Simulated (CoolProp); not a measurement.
The numbers come from the reference Helmholtz-energy equation of state, Guder 2009 in CoolProp.

Question: For sulfur hexafluoride, give the phase and the cp (kJ/(kg K)), viscosity (µPa s), conductivity (mW/(m K)) at 311.8 K and 0.101 MPa; 337.8 K and 0.101 MPa.

Answer: 
- 311.8 K and 0.101 MPa: gas; cp 0.690, viscosity 15.8, conductivity 14.0
- 337.8 K and 0.101 MPa: gas; cp 0.727, viscosity 17.0, conductivity 16.0

Viscosity comes from a separate model (Quiñones-Cisneros 2012). Thermal conductivity comes from a separate model (Assael 2012).
